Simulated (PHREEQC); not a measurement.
1 kg of water holding 0.0037 mol KCl and 0.025 mol KHCO3 is evaporated at 20 °C; the solids stay in contact with the brine. CO2 is held at log p = -3.4 (atm). The run lets Kalicinite, Sylvite precipitate or redissolve, and no other solid.

Equilibrium calculation in PHREEQC: Pitzer model, pitzer.dat.

```json
[
 {"water left (kg)": "1", "ionic strength": "0.0318", "water activity": "0.999", "Cl in solution (mol/kgw)": "0.00370"},
 {"water left (kg)": "0.6756", "ionic strength": "0.0484", "water activity": "0.999", "Cl in solution (mol/kgw)": "0.00548"},
 {"water left (kg)": "0.3751", "ionic strength": "0.0909", "water activity": "(withheld)", "Cl in solution (mol/kgw)": "0.00986"},
 {"water left (kg)": "0.2535", "ionic strength": "0.138", "water activity": "0.997", "Cl in solution (mol/kgw)": "0.0146"},
 {"water left (kg)": "0.1408", "ionic strength": "(withheld)", "water activity": "0.994", "Cl in solution (mol/kgw)": "0.0263"},
 {"water left (kg)": "0.09517", "ionic strength": "0.391", "water activity": "0.992", "Cl in solution (mol/kgw)": "0.0389"},
 {"water left (kg)": "0.05292", "ionic strength": "(withheld)", "water activity": "(withheld)", "Cl in solution (mol/kgw)": "0.0699"},
 {"water left (kg)": "0.03581", "ionic strength": "1.08", "water activity": "0.981", "Cl in solution (mol/kgw)": "0.103"},
 {"water left (kg)": "0.01997", "ionic strength": "(withheld)", "water activity": "0.966", "Cl in solution (mol/kgw)": "0.185"},
 {"water left (kg)": "0.01356", "ionic strength": "2.92", "water activity": "0.951", "Cl in solution (mol/kgw)": "0.273"},
 {"water left (kg)": "0.007623", "ionic strength": "(withheld)", "water activity": "(withheld)", "Cl in solution (mol/kgw)": "0.485"},
 {"water left (kg)": "0.00521", "ionic strength": "7.67", "water activity": "0.857", "Cl in solution (mol/kgw)": "0.710"}
]
```

Problem. Fill in the missing entries.

Solution. 
- 0.3751, water activity: 0.998
- 0.1408, ionic strength: 0.259
- 0.05292, ionic strength: 0.721
- 0.05292, water activity: 0.986
- 0.01997, ionic strength: 1.97
- 0.007623, ionic strength: 5.23
- 0.007623, water activity: 0.908
